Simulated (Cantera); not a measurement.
What does this Cantera script print?

```python
import numpy as np
import cantera as ct

gas_names = """
    C CH CH2 CH3 CH2OH CH3O CH4 CH3OH CN CO CO2 COOH C2 C2H CHCO,ketyl C2H2,acetylene C2H2,vinylidene
    CH2CO,ketene C2H3,vinyl CH3CN CH3CO,acetyl C2H4 C2H4O,ethylen CH3CHO,ethanal CH3COOH (HCOOH)2 C2H5
    C2H6 CH3OCH3 C2H5OH CCN CNC C2N2 C2O C3 C3H3,propargyl C3H4,allene C3H4,propyne C3H4,cyclo-
    C3H5,allyl C3H6,propylene C3H6,cyclo- C3H6O C3H7,n-propyl C3H7,i-propyl C3H8 C3H8O,1propanol
    C3H8O,2propanol C3O2 C4 C4H2 C4H4,1,3-cyclo- C4H6,butadiene C4H6,2-butyne C4H6,cyclo- C4H8,1-butene
    C4H8,cis2-buten C4H8,tr2-butene C4H8,isobutene C4H8,cyclo- (CH3COOH)2 C4H9,n-butyl C4H9,i-butyl
    C4H9,s-butyl C4H9,t-butyl C4H10,isobutane C4H10,n-butane C4N2 C5 C5H6,1,3cyclo- C5H8,cyclo-
    C5H10,1-pentene C5H10,cyclo- C5H11,pentyl C5H11,t-pentyl C5H12,n-pentane C5H12,i-pentane
    CH3C(CH3)2CH3 C6H2 C6H5,phenyl C6H5O,phenoxy C6H6 C6H5OH,phenol C6H10,cyclo- C6H12,1-hexene
    C6H12,cyclo- C6H13,n-hexyl C7H7,benzyl C7H8 C7H8O,cresol C7H14,1-heptene C7H15,n-heptyl
    C7H16,n-heptane C8H8,styrene C8H10,ethylbenz C8H16,1-octene C8H17,n-octyl C8H18,isooctane
    C8H18,n-octane C9H19,n-nonyl C10H8,naphthale C10H21,n-decyl C12H9,o-bipheny C12H10,bipheny H HCN HCO
    HCCN HNC HNCO HNO HNO2 HNO3 HO2 H2 HCHO,formaldehy HCOOH H2O H2O2 N NCO NH NH2 NH3 NH2OH NO NO2 NO3
    N2 N2H2 N2H4 N2O O OH O2 O3
""".split()
cond_names = """
    C(gr) C6H6(L) C7H8(L) C8H18(L),n-octa H2O(s) H2O(L)
""".split()


def load(file, names, dense=False):
    # The tables refer to 1 bar. Condensed volumes are neglected.
    table = {s.name: s for s in ct.Species.list_from_file(file)}
    out = []
    for n in names:
        d = dict(table[n].input_data)
        d["thermo"] = dict(d["thermo"], **{"reference-pressure": 1e5})
        if dense:
            d["equation-of-state"] = {"model": "constant-volume", "density": "1e6 g/cm^3"}
        out.append(ct.Species.from_dict(d))
    return out


gas = ct.Solution(thermo="ideal-gas", species=load("nasa_gas.yaml", gas_names))
cond = {s.name: ct.Solution(thermo="fixed-stoichiometry", species=[s], name=s.name)
        for s in load("nasa_condensed.yaml", cond_names, dense=True)}
atoms = {
    'CO2': {'C': 1, 'O': 2},
    'H2O': {'H': 2, 'O': 1},
    'N2': {'N': 2},
}
top_T = {'C(gr)': 4500}  # K; cautious upper limits of use, not melting points


def equilibrate(T, P, feed):
    n = {}
    for name, mol in feed.items():
        for a, k in atoms[name].items():
            n[a] = n.get(a, 0.0) + k * mol
    gas.TPX = T, P, n
    mass = sum(n.values()) * gas.mean_molecular_weight
    gas.equilibrate("TP")
    valid = [c for c in cond.values() if c.min_temp <= T <= top_T.get(c.name, c.max_temp)]
    mix = ct.Mixture([(gas, mass / gas.mean_molecular_weight)] + [(c, 0.0) for c in valid])
    mix.T, mix.P = T, P
    mix.equilibrate("TP", solver="vcs", rtol=1e-11, max_steps=5000)
    return mix


results = []
feed = {'CO2': 1, 'H2O': 0.17, 'N2': 3.1}  # mol
T = 2773  # K
P = 9400000  # Pa
mix = equilibrate(T, P, feed)
results.append((T, P, feed, dict(zip(mix.species_names, mix.species_moles))))
print(gas.report(threshold=1e-06))
for i in range(1, mix.n_phases):
    print(f"{mix.phase(i).name:16s} {mix.phase_moles(i):12.5e} mol")
```

Result:

```
       temperature   2773 K
          pressure   9.4e+06 Pa
           density   12.586 kg/m^3
  mean mol. weight   30.871 kg/kmol
   phase of matter   gas

                          1 kg             1 kmol
                     ---------------   ---------------
          enthalpy         1.894e+05         5.847e+06  J
   internal energy       -5.5744e+05       -1.7209e+07  J
           entropy            8031.7        2.4795e+05  J/K
    Gibbs function       -2.2082e+07       -6.8172e+08  J
 heat capacity c_p            1384.1             42729  J/K
 heat capacity c_v            1114.8             34415  J/K

                      mass frac. Y      mole frac. X     chem. pot. / RT
                     ---------------   ---------------   ---------------
                CO          0.025684          0.028308            -32.68
               CO2           0.28828           0.20222           -47.702
                 H        6.8495e-06        0.00020978           -11.612
               HO2        5.5882e-06        5.2268e-06           -41.658
                H2        4.8881e-05        0.00074853           -23.225
               H2O          0.021541          0.036914           -38.247
                NO         0.0071142         0.0073194           -26.967
               NO2        1.5929e-05        1.0689e-05            -41.99
                N2           0.64517           0.71097           -23.889
               N2O        5.3885e-06        3.7796e-06           -38.912
                 O        0.00026001        0.00050171           -15.023
                OH         0.0015633         0.0028378           -26.635
                O2          0.010306         0.0099433           -30.045
     [ +123 minor]        3.3863e-06        2.9052e-06

C(gr)             0.00000e+00 mol
```

Equilibrium computed with Cantera from the NASA thermochemical tables; the gas is ideal and each condensed phase is pure. The ideal-gas law is rough above about 30 bar.
